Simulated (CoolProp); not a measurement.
Properties of hexamethyldisiloxane (MM) at several states (Tc = 518.7 K, pc = 19.31 bar, ω = 0.418).

Model: reference Helmholtz-energy equation of state, Thol 2016, in CoolProp.

```tsv
T (K)	p (bar)	phase	Z	cp (kJ/(kg K))	cv (kJ/(kg K))	Joule-Thomson coefficient (K/MPa)	fugacity coefficient
510.2	42.6	liquid	0.3269	?	2.060	0.7575	0.3305
348.4	0.79	liquid	0.006285	2.039	1.668	?	0.5587
602.1	2.24	gas	0.9756	2.243	2.184	?	0.9760
397.9	0.283	gas	0.9866	1.764	?	19.85	0.9868
```

Question: What belongs in the gaps?

Answer: 
- 510.2, cp (kJ/(kg K)): 2.542
- 348.4, Joule-Thomson coefficient (K/MPa): -0.3020
- 602.1, Joule-Thomson coefficient (K/MPa): 5.830
- 397.9, cv (kJ/(kg K)): 1.709
